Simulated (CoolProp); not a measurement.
A simple Rankine cycle with R245ca: condensing at 288.15 K, boiler at 1.65 MPa, turbine inlet 439.8 K, turbine efficiency 0.75, pump efficiency 0.6, no recuperator. Each further row changes one setting.

Model: reference Helmholtz-energy equation of state, Zhou 2016, in CoolProp.

```json
[
 {"case": "as stated", "thermal efficiency (%)": "15.4", "net work (kJ/kg)": "53.2", "heat in (kJ/kg)": "347", "turbine exit temperature (K)": "374.3", "volume ratio over the turbine": "___"},
 {"case": "condensing temperature 280.15 K", "thermal efficiency (%)": "___", "net work (kJ/kg)": "58.9", "heat in (kJ/kg)": "358", "turbine exit temperature (K)": "368.6", "volume ratio over the turbine": "35.2"},
 {"case": "boiler pressure 1.15 MPa", "thermal efficiency (%)": "___", "net work (kJ/kg)": "49.4", "heat in (kJ/kg)": "353", "turbine exit temperature (K)": "___", "volume ratio over the turbine": "16.8"},
 {"case": "turbine efficiency 0.65", "thermal efficiency (%)": "___", "net work (kJ/kg)": "___", "heat in (kJ/kg)": "347", "turbine exit temperature (K)": "381.3", "volume ratio over the turbine": "25.6"}
]
```

Some entries are withheld; supply them.


- as stated, volume ratio over the turbine: 25.2
- condensing temperature 280.15 K, thermal efficiency (%): 16.5
- boiler pressure 1.15 MPa, thermal efficiency (%): 14.0
- boiler pressure 1.15 MPa, turbine exit temperature (K): 384.2
- turbine efficiency 0.65, thermal efficiency (%): 13.2
- turbine efficiency 0.65, net work (kJ/kg): 45.9
